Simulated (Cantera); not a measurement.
What does this Cantera script print?

```python
import numpy as np
import cantera as ct

gas_names = """
    NH3 N2O H2O
""".split()
cond_names = """
    NbO2(I) NbO2(II) NbO2(III) NbO2(L) Nb(cr) Nb(L)
""".split()


# ... load() reads the species with a 1 bar reference pressure and builds the phases ...
species = {s.name: s for s in load("nasa_gas.yaml", gas_names) + load("nasa_condensed.yaml", cond_names)}
# Each term lists the table entries of one substance; the one whose range holds T is used.
reactions = {
    '2 NH3(g) + 2 NbO2 = N2O(g) + 3 H2O(g) + 2 Nb':
        [(-2, ['NH3']), (-2, ['NbO2(I)', 'NbO2(II)', 'NbO2(III)', 'NbO2(L)']), (1, ['N2O']), (3, ['H2O']), (2, ['Nb(cr)', 'Nb(L)'])],
}


def pick(names, T):
    return next(species[n] for n in names if species[n].thermo.min_temp <= T <= species[n].thermo.max_temp)


results = []
for label, terms in reactions.items():
    print(label)
    print("     T/K   dH/kJ  dS/(J/K)   dG/kJ   log10 K")
    for T in [300, 2648, 2673, 2698, 2723, 2748, 2773, 2798, 2823, 2848]:
        used = [(nu, pick(names, T)) for nu, names in terms]
        dH = sum(nu * s.thermo.h(T) for nu, s in used) / 1e6
        dS = sum(nu * s.thermo.s(T) for nu, s in used) / 1e3
        dG = dH - T * dS / 1e3
        logK = -dG * 1e6 / (ct.gas_constant * T * np.log(10))
        results.append((label, T, dH, dS, dG, logK, [s.name for _, s in used]))
        print(f"{T:8g} {dH:8.1f} {dS:8.1f} {dG:8.1f} {logK:8.2f}")
```

Output:

```
2 NH3(g) + 2 NbO2 = N2O(g) + 3 H2O(g) + 2 Nb
     T/K   dH/kJ  dS/(J/K)   dG/kJ   log10 K
     300   1037.9    364.9    928.5  -161.66
    2648    765.8    209.2    211.8    -4.18
    2673    765.0    208.9    206.6    -4.04
    2698    764.3    208.7    201.3    -3.90
    2723    763.6    208.4    196.1    -3.76
    2748    762.9    208.1    190.9    -3.63
    2773    815.6    227.3    185.3    -3.49
    2798    814.5    226.9    179.6    -3.35
    2823    813.3    226.5    173.9    -3.22
    2848    812.2    226.1    168.3    -3.09
```

Source: NASA polynomial tables (part measured, part estimated), evaluated in Cantera. Condensed species are held in their standard states even where they would react or evaporate.
